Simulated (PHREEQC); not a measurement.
A made-up water analysis in mmol/kgw, 20 °C, pH 7.94, pe -1.1:

| constituent | mmol/kgw |
|---|---|
| Na | 393 |
| K | 0.229 |
| Ca | 3.52 |
| Mg | 71 |
| Cl | 472 |
| S(6) | 27.4 |
| Alkalinity (meq/kgw) | 0.0971 |
| Fe(2) | 4.58 |
| B | 0.092 |

Cl is adjusted to close the charge balance.
Valence states are taken as typed.

Computed with PHREEQC (ion-association model, phreeqc.dat).

```
Quantity                     Result
--------------------  -------------
ionic strength        0.611 mol/kgw
activity of water             0.983
specific conductance    39300 µS/cm
density                 1.022 g/cm³
```

| species | molality | activity | log γ |
|---|---|---|---|
| Cl- | 0.496 | 0.317 | -0.194 |
| Na+ | 0.388 | 0.279 | -0.143 |
| Mg+2 | 0.0626 | 0.0183 | -0.534 |
| SO4-2 | 0.0133 | 0.00256 | -0.718 |
| MgSO4 | 0.00836 | 0.00962 | 0.061 |
| NaSO4- | 0.00507 | 0.00346 | -0.166 |
| Fe+2 | 0.00371 | 0.000884 | -0.623 |
| Ca+2 | 0.00321 | 0.000820 | -0.592 |
| FeCl+ | 0.000521 | 0.000387 | -0.129 |

No solid was allowed to form. Examples of supersaturated solids here: Siderite. Others may be too. Complexes and solids missing from the database can't appear.
